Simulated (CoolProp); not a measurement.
Properties of carbon monoxide along the isobar 4.13 MPa.

The numbers come from the reference Helmholtz-energy equation of state, Lemmon 2006 in CoolProp. It is a short technical equation, of lower accuracy than the large ones.

```csv
T (K),phase,density (kg/m³),cv (kJ/(kg K)),isothermal compressibility (1/MPa)
84.9,liquid,789.2,1.128,0.003122
91,liquid,762.8,1.090,0.003865
97.1,liquid,735.0,1.057,0.004888
103.2,liquid,705.1,1.029,0.006362
109.3,liquid,672.5,1.005,0.008623
115.5,liquid,635.2,0.9857,0.01250
121.6,liquid,592.2,0.9743,0.02000
127.7,liquid,537.2,0.9795,0.03975
133.8,supercritical,445.0,1.059,0.1781
139.9,supercritical,199.9,1.058,0.7152
146,supercritical,153.5,0.9123,0.4430
152.1,supercritical,132.4,0.8592,0.3707
158.2,supercritical,118.8,0.8318,0.3354
164.4,supercritical,108.6,0.8144,0.3138
```
